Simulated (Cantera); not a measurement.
Feed: 1 mol BF3, 2.3 mol O2, 0.63 mol H2, equilibrated at 0.133 bar.

Method: chemical equilibrium by Gibbs-energy minimisation in Cantera with the NASA 1993 tables (ideal gas, pure condensed phases). Candidate condensed phases: B, B2O3, B3O3H3, H2O; 43 gas species. Gases not in the tables: H3BO3. Kinetics and transport are ignored.

x: gas mole fraction; n: condensed amount in mol.

| T (K) | x O2 | x HF | x BF3 | x BOF | x H2O | x B3O3F3 | n B2O3(l) |
|---|---|---|---|---|---|---|---|
| 975 | 0.538 | 0.117 | 0.213 | 5.92e-5 | 0.112 | 0.0189 | 0 |
| 1050 | 0.537 | 0.134 | 0.204 | 0.000314 | 0.103 | 0.0218 | 0 |
| 1125 | 0.535 | 0.150 | 0.195 | 0.00131 | 0.0946 | 0.0239 | 0.000806 |
| 1200 | 0.532 | 0.165 | 0.187 | 0.00449 | 0.0859 | 0.0244 | 0.00406 |
| 1275 | 0.528 | 0.178 | 0.178 | 0.0132 | 0.0774 | 0.0243 | 0 |
| 1350 | 0.519 | 0.191 | 0.168 | 0.0317 | 0.0672 | 0.0195 | 0 |
| 1425 | 0.506 | 0.206 | … | … | … | … | 0 |
| 1500 | 0.493 | 0.225 | 0.138 | 0.0924 | 0.0409 | 0.00379 | 0 |
| 1575 | 0.484 | 0.247 | … | … | … | … | 0 |
| 1650 | 0.477 | 0.264 | 0.110 | 0.127 | 0.0178 | 0.000189 | 0 |
| 1725 | 0.473 | 0.277 | 0.101 | 0.135 | 0.0108 | 4.16e-5 | 0 |
| 1800 | 0.471 | 0.285 | 0.0954 | 0.140 | 0.00639 | 9.78e-6 | 0 |

Q: Fill in the missing entries.

A: 
- 1425, x BF3: 0.155
- 1425, x BOF: 0.0616
- 1425, x H2O: 0.0548
- 1425, x B3O3F3: 0.0111
- 1575, x BF3: 0.123
- 1575, x BOF: 0.114
- 1575, x H2O: 0.0279
- 1575, x B3O3F3: 0.000887
